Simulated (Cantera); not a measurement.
## Catalytic stagnation flow on Pt

A jet of 4.57 % CH4, 15.2 % O2, 80.2 % N2 at 300 K and 18000 Pa hits a platinum plate 6.4 cm away at a mass flux of 0.079 kg/m²/s; the plate temperature is set and raised in steps from an oxygen-covered start.

Cantera simulation using Deutschmann's 1995 Pt surface mechanism with GRI-Mech 3.0 gas chemistry; the numbers are that mechanism's predictions, not measurements. Catalytic surfaces can have several steady states; this one follows from the mechanism file's or the stated starting coverage.

```json
[
 {"plate T (K)": "850", "wall x CH4": "0.0363", "wall x O2": "0.132", "wall x H2O": "0.0177", "wall x OH": "<1e-8", "wall x CO": "8.75e-6", "wall x CO2": "0.0116", "θ free Pt": "0.109", "θ O*": "0.889", "θ OH*": "0.00146"},
 {"plate T (K)": "900", "wall x CH4": "0.0273", "wall x O2": "0.113", "wall x H2O": "0.0344", "wall x OH": "3.10e-8", "wall x CO": "9.49e-6", "wall x CO2": "0.0227", "θ free Pt": "0.168", "θ O*": "0.830", "θ OH*": "0.00195"},
 {"plate T (K)": "950", "wall x CH4": "0.0188", "wall x O2": "0.0948", "wall x H2O": "0.0501", "wall x OH": "9.31e-8", "wall x CO": "9.15e-6", "wall x CO2": "0.0332", "θ free Pt": "0.236", "θ O*": "0.762", "θ OH*": "0.00218"},
 {"plate T (K)": "1000", "wall x CH4": "0.0129", "wall x O2": "0.0822", "wall x H2O": "0.0609", "wall x OH": "2.51e-7", "wall x CO": "8.52e-6", "wall x CO2": "0.0405", "θ free Pt": "0.307", "θ O*": "0.691", "θ OH*": "0.00218"},
 {"plate T (K)": "1050", "wall x CH4": "0.00913", "wall x O2": "0.0744", "wall x H2O": "0.0676", "wall x OH": "6.02e-7", "wall x CO": "8.08e-6", "wall x CO2": "0.0450", "θ free Pt": "0.378", "θ O*": "0.620", "θ OH*": "0.00204"},
 {"plate T (K)": "1100", "wall x CH4": "0.00679", "wall x O2": "0.0696", "wall x H2O": "0.0717", "wall x OH": "1.30e-6", "wall x CO": "7.91e-6", "wall x CO2": "0.0478", "θ free Pt": "0.447", "θ O*": "0.551", "θ OH*": "0.00185"}
]
```
x: mole fraction at the wall; θ: surface coverage.
